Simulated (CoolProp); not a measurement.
A single-stage vapour-compression cycle with R115: evaporating at 206.15 K (dew point), condensing at 270.15 K (bubble point), superheat 5 K, subcooling 8 K, compressor efficiency 0.65, no pressure losses. Each further row changes one setting.

The numbers come from the reference Helmholtz-energy equation of state, Lemmon 2016 in CoolProp.

```
case                              cooling COP  pressure ratio  discharge temperature (K)  refrigerating effect (kJ/kg)  volumetric capacity (kJ/m³)
--------------------------------  -----------  --------------  -------------------------  ----------------------------  ---------------------------
as stated                                1.60            16.7                      298.7                          85.6                          183
evaporating temperature 211.15 K         1.83            12.5                          ?                          88.5                          249
condensing temperature 265.15 K          1.80            14.2                          ?                          90.6                          194
subcooling 13 K                             ?            16.7                      298.7                          90.6                          194
superheat 15 K                           1.63            16.7                      310.2                          91.7                            ?
compressor efficiency 0.55               1.35            16.7                      311.5                          85.6                          183
```

### Question
Some entries are withheld; supply them.

### Answer

- evaporating temperature 211.15 K, discharge temperature (K): 295.4
- condensing temperature 265.15 K, discharge temperature (K): 293.2
- subcooling 13 K, cooling COP: 1.69
- superheat 15 K, volumetric capacity (kJ/m³): 187
